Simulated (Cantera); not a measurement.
Feed: 1 mol Si, 8.7 mol HF, 0.4 mol H₂, at 773.15 K and 1000 Pa.

Equilibrium computed with Cantera from the NASA thermochemical tables; the gas is ideal and each condensed phase is pure. Candidate condensed phases: Si; 25 gas species. Equilibrium is a limit: real reactors are often held back by kinetics, nucleation or transport.

Problem. What is the equilibrium state?

Solution. 
```
Property                              Value
--------------------------------  ---------
x(HF)                                 0.580
x(H₂)                                 0.296
x(SiF₄)                               0.123
gas amount                        8.100 mol
log10 activity of Si(s) (absent)     -25.66
```
